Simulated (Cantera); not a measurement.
Charge: 1 mol n-butane, 0.0096 mol O2, 4.6 mol H2, 0.032 mol H2O, held at 1448.15 K and 4.40 mbar.

Equilibrium computed with Cantera from the NASA thermochemical tables; the gas is ideal and each condensed phase is pure. The numbers say what is thermodynamically allowed, not how fast it happens.

| species | before | after |
|---|---|---|
| H2 | 0.995 | 0.912 |
| CO | 0.00529 | 0.0877 |
| H | 0.000139 | 0.000133 |
| CH4 | 1.45e-5 | 1.22e-5 |
| C(graphite), mol | 3.95 | 2.98 |
Gas species are given as mole fractions.

### Question
Name the change that produced these shifts.
A. temperature from 1448.15 K to 2050 K
B. temperature from 1448.15 K to 723 K
C. 0.012 mol CO2 added
D. H2O from 0.032 to 1 mol

### Answer
D, H2O from 0.032 to 1 mol
